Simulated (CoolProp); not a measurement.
Dimethyl carbonate along the isobar 23.5 bar: density (kg/m³) from the reference equation and from simpler models built on Tc = 557.0 K, pc = 49.09 bar, ω = 0.346; each cubic takes its own stable root.

Values from CoolProp's reference Helmholtz-energy equation of state, Zhou 2011.

```json
[
 {"T (K)": "406.8", "phase": "liquid", "reference": "913.4", "van der Waals": "536.8", "Redlich-Kwong": "771.8", "Soave-Redlich-Kwong": "815.8"},
 {"T (K)": "412.4", "phase": "liquid", "reference": "904.7", "van der Waals": "531.5", "Redlich-Kwong": "762.8", "Soave-Redlich-Kwong": "807.2"},
 {"T (K)": "418.1", "phase": "liquid", "reference": "895.7", "van der Waals": "526.0", "Redlich-Kwong": "753.4", "Soave-Redlich-Kwong": "798.2"},
 {"T (K)": "423.7", "phase": "liquid", "reference": "886.8", "van der Waals": "520.5", "Redlich-Kwong": "744.0", "Soave-Redlich-Kwong": "789.1"},
 {"T (K)": "429.4", "phase": "liquid", "reference": "877.5", "van der Waals": "514.6", "Redlich-Kwong": "734.1", "Soave-Redlich-Kwong": "779.4"},
 {"T (K)": "435", "phase": "liquid", "reference": "868.1", "van der Waals": "508.6", "Redlich-Kwong": "724.0", "Soave-Redlich-Kwong": "769.6"},
 {"T (K)": "440.7", "phase": "liquid", "reference": "858.4", "van der Waals": "502.2", "Redlich-Kwong": "713.4", "Soave-Redlich-Kwong": "759.3"},
 {"T (K)": "446.3", "phase": "liquid", "reference": "848.7", "van der Waals": "495.7", "Redlich-Kwong": "702.7", "Soave-Redlich-Kwong": "748.7"},
 {"T (K)": "452", "phase": "liquid", "reference": "838.5", "van der Waals": "488.7", "Redlich-Kwong": "691.3", "Soave-Redlich-Kwong": "737.5"},
 {"T (K)": "457.6", "phase": "liquid", "reference": "828.3", "van der Waals": "481.4", "Redlich-Kwong": "679.7", "Soave-Redlich-Kwong": "726.0"}
]
```
